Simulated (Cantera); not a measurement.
A Cantera script and what it prints.

```python
import numpy as np
import cantera as ct

gas_names = """
    O2 Br2
""".split()
cond_names = """
    Mg(L) MgBr2(L) MgO(s)
""".split()


# ... load() reads the species with a 1 bar reference pressure and builds the phases ...
species = {s.name: s for s in load("nasa_gas.yaml", gas_names) + load("nasa_condensed.yaml", cond_names)}
T = 1375
g = {n: (s.thermo.h(T) - T * s.thermo.s(T)) / (ct.gas_constant * T * np.log(10)) for n, s in species.items()}
valid = cond_names  # the entries whose range holds T


def stable(la, lb):
    # potentials (over RT ln 10) of the two non-metals from log10 p(O2) and log10 p(Br2) in bar
    mu = {}
    mu["O"] = (g["O2"] + la) / 2
    mu["Br"] = (g["Br2"] + lb) / 2
    cost = {}
    for n in valid:
        c = species[n].composition
        cost[n] = (g[n] - sum(c.get(e, 0) * m for e, m in mu.items())) / c["Mg"]
    return min(cost, key=cost.get)


results = []
for lb in [0, -0.9, -1.8, -2.7, -3.6, -4.5, -5.5, -6.4, -7.3, -8.2, -9.1, -10]:
    row = [stable(la, lb) for la in [-23, -21.4, -19.7, -18.1, -16.4, -14.8, -13.1, -11.5, -9.9, -8.2, -6.6, -4.9, -3.3, -1.6, 0]]
    results.append(row)
    print(f"{lb:6.1f}  " + " ".join(f"{valid.index(n):x}" for n in row))
print("key: " + ", ".join(f"{i:x} {n}" for i, n in enumerate(valid)))
```

It prints:

```
   0.0  1 1 1 1 1 1 1 1 1 1 2 2 2 2 2
  -0.9  1 1 1 1 1 1 1 1 1 2 2 2 2 2 2
  -1.8  1 1 1 1 1 1 1 1 2 2 2 2 2 2 2
  -2.7  1 1 1 1 1 1 1 2 2 2 2 2 2 2 2
  -3.6  1 1 1 1 1 1 2 2 2 2 2 2 2 2 2
  -4.5  1 1 1 1 1 2 2 2 2 2 2 2 2 2 2
  -5.5  1 1 1 1 2 2 2 2 2 2 2 2 2 2 2
  -6.4  1 1 1 2 2 2 2 2 2 2 2 2 2 2 2
  -7.3  1 1 2 2 2 2 2 2 2 2 2 2 2 2 2
  -8.2  2 2 2 2 2 2 2 2 2 2 2 2 2 2 2
  -9.1  2 2 2 2 2 2 2 2 2 2 2 2 2 2 2
 -10.0  2 2 2 2 2 2 2 2 2 2 2 2 2 2 2
key: 0 Mg(L), 1 MgBr2(L), 2 MgO(s)
```

Cantera with NASA thermochemical tables; ideal gases at 1 bar, condensed phases pure. Not in the tables: oxide halides.
